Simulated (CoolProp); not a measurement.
Properties of CH3F (R41) along the isobar 699 kPa (Tc = 44.1 °C, pc = 5906 kPa, ω = 0.200).

Model: reference Helmholtz-energy equation of state, Lemmon 2006, in CoolProp. It is a short technical equation, of lower accuracy than the large ones.

```tsv
T (°C)	phase	Z	Joule-Thomson coefficient (K/MPa)	isothermal compressibility (1/MPa)	expansivity (1/kK)
-43.95	liquid	0.01552	-0.1699	0.002816	3.067
-15.95	gas	0.8972	26.98	1.610	5.665
12.05	gas	0.9304	20.07	1.543	4.456
39.95	gas	0.9500	15.41	1.508	3.777
67.95	gas	0.9627	12.14	1.487	3.319
95.95	gas	0.9715	9.772	1.473	2.981
123.85	gas	0.9778	8.012	1.463	2.717
151.85	gas	0.9825	6.661	1.456	2.501
```
